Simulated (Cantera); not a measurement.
A perfectly stirred reactor is fed with NO : N2 = 1 : 0.32 (molar parts), at 100.0 Torr; it is held at 2000 K, and followed from long to short residence time.

Computed with Cantera and GRI-Mech 3.0 (53 species, 325 reactions).

Problem. What does this change do: N2 0.32 to 0.18 parts?

Solution. 
| quantity | before | after |
|---|---|---|
| x(NO) at τ = 5.50 s | 0.238 | 0.256 |
| x(O) at τ = 5.50 s | 0.000952 | 0.00102 |
| x(O2) at τ = 5.50 s | 0.259 | 0.295 |
| x(N2) at τ = 5.50 s | 0.502 | 0.448 |
| x(N2O) at τ = 5.50 s | 1.90e-5 | 2.16e-5 |
| x(NO) at τ = 37.0 ms | 0.748 | 0.836 |
| x(O) at τ = 37.0 ms | 0.000264 | 0.000284 |
| x(O2) at τ = 37.0 ms | 0.00424 | 0.00524 |
| x(N2) at τ = 37.0 ms | 0.247 | 0.158 |
| x(N2O) at τ = 37.0 ms | 0.000221 | 0.000273 |

Problem. What does this change do: NO 1 to 0.19 parts?

Solution. 
```tsv
quantity	before	after
x(NO) at τ = 5.50 s	0.238	0.150
x(O) at τ = 5.50 s	0.000952	0.000626
x(O2) at τ = 5.50 s	0.259	0.111
x(N2) at τ = 5.50 s	0.502	0.738
x(N2O) at τ = 5.50 s	1.90e-5	8.43e-6
x(NO) at τ = 37.0 ms	0.748	0.370
x(O) at τ = 37.0 ms	0.000264	0.000164
x(O2) at τ = 37.0 ms	0.00424	0.00109
x(N2) at τ = 37.0 ms	0.247	0.629
x(N2O) at τ = 37.0 ms	0.000221	5.60e-5
```
